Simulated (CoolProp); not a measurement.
Computed with CoolProp (reference Helmholtz-energy equation of state, Zhou 2012).

Problem. Give the vapour pressure (bar), vapour density (kg/m³), enthalpy of vaporisation (kJ/kg), liquid cp (kJ/(kg K)) of saturated o-xylene at 558.1 K.

Solution. 
```csv
T (K),p (bar),vapour density (kg/m³),enthalpy of vaporisation (kJ/kg),liquid cp (kJ/(kg K))
558.1,14.9,48.1,224,2.86
```
